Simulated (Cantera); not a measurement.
A Cantera script and what it prints.

```python
import numpy as np
import cantera as ct

gas_names = """
    CL CL2 H HCL H2 Si SiCL SiCL2 SiCL3 SiCL4 SiH SiHCL3 SiH2 SiH2CL2 SiH3 SiH3CL SiH4 Si2 Si3
""".split()
cond_names = """
    Si(cr) Si(L)
""".split()


# ... load() reads the species with a 1 bar reference pressure and builds the phases ...
atoms = {
    'Si2Cl6': {'Si': 2, 'CL': 6},
    'H2': {'H': 2},
}
top_T = {}  # K; cautious upper limits of use, not melting points


# ... equilibrate(T, P, feed) seeds the gas with the atoms and calls Mixture.equilibrate('TP', solver="vcs", rtol=1e-11, max_steps=5000) ...
results = []
feed = {'Si2Cl6': 1, 'H2': 37}  # mol
P = 2400  # Pa
for T in [1123, 1148, 1173, 1198, 1223, 1248, 1273, 1298, 1323]:
    mix = equilibrate(T, P, feed)
    results.append((T, P, feed, dict(zip(mix.species_names, mix.species_moles))))
    x = sorted(zip(gas.X, gas.species_names), reverse=True)
    print(f"T = {T:g} K  P = {P:g} Pa  gas = {mix.phase_moles(0):.4g} mol")
    print("   x: " + "  ".join(f"{s} {v:.3e}" for v, s in x if v > 1e-05))
    print("   condensed (mol): " + ("  ".join(f"{mix.phase(i).name} {mix.phase_moles(i):.4g}"
          for i in range(1, mix.n_phases) if mix.phase_moles(i) > 1e-12) or "none"))
```

It prints:

```
T = 1123 K  P = 2400 Pa  gas = 39.04 mol
   x: H2 9.207e-01  HCL 4.805e-02  SiCL4 1.734e-02  SiHCL3 5.696e-03  SiCL2 5.297e-03  SiCL3 2.719e-03  SiH2CL2 2.293e-04
   condensed (mol): Si(cr) 0.7789
T = 1148 K  P = 2400 Pa  gas = 39.15 mol
   x: H2 9.152e-01  HCL 5.437e-02  SiCL4 1.496e-02  SiCL2 7.087e-03  SiHCL3 5.051e-03  SiCL3 3.099e-03  SiH2CL2 2.137e-04
   condensed (mol): Si(cr) 0.8094
T = 1173 K  P = 2400 Pa  gas = 39.26 mol
   x: H2 9.097e-01  HCL 6.062e-02  SiCL4 1.251e-02  SiCL2 9.188e-03  SiHCL3 4.377e-03  SiCL3 3.415e-03  SiH2CL2 1.960e-04
   condensed (mol): Si(cr) 0.8342
T = 1198 K  P = 2400 Pa  gas = 39.38 mol
   x: H2 9.043e-01  HCL 6.655e-02  SiCL2 1.153e-02  SiCL4 1.011e-02  SiHCL3 3.695e-03  SiCL3 3.630e-03  SiH2CL2 1.766e-04
   condensed (mol): Si(cr) 0.8525
T = 1223 K  P = 2400 Pa  gas = 39.49 mol
   x: H2 8.993e-01  HCL 7.193e-02  SiCL2 1.400e-02  SiCL4 7.862e-03  SiCL3 3.715e-03  SiHCL3 3.034e-03  SiH2CL2 1.561e-04
   condensed (mol): Si(cr) 0.864
T = 1248 K  P = 2400 Pa  gas = 39.59 mol
   x: H2 8.949e-01  HCL 7.658e-02  SiCL2 1.645e-02  SiCL4 5.884e-03  SiCL3 3.663e-03  SiHCL3 2.422e-03  SiH2CL2 1.354e-04
   condensed (mol): Si(cr) 0.8694
T = 1273 K  P = 2400 Pa  gas = 39.68 mol
   x: H2 8.911e-01  HCL 8.038e-02  SiCL2 1.875e-02  SiCL4 4.247e-03  SiCL3 3.485e-03  SiHCL3 1.882e-03  SiH2CL2 1.154e-04
   condensed (mol): Si(cr) 0.8698
T = 1298 K  P = 2400 Pa  gas = 39.76 mol
   x: H2 8.882e-01  HCL 8.331e-02  SiCL2 2.079e-02  SiCL3 3.215e-03  SiCL4 2.971e-03  SiHCL3 1.430e-03  SiH2CL2 9.690e-05
   condensed (mol): Si(cr) 0.8666
T = 1323 K  P = 2400 Pa  gas = 39.82 mol
   x: H2 8.859e-01  HCL 8.546e-02  SiCL2 2.254e-02  SiCL3 2.892e-03  SiCL4 2.030e-03  SiHCL3 1.067e-03  SiH2CL2 8.044e-05
   condensed (mol): Si(cr) 0.8609
```

Equilibrium computed with Cantera from the NASA thermochemical tables; the gas is ideal and each condensed phase is pure. The feed counts by its element totals alone. The tables' values for SiCl3 are old estimates; treat these amounts as uncertain.
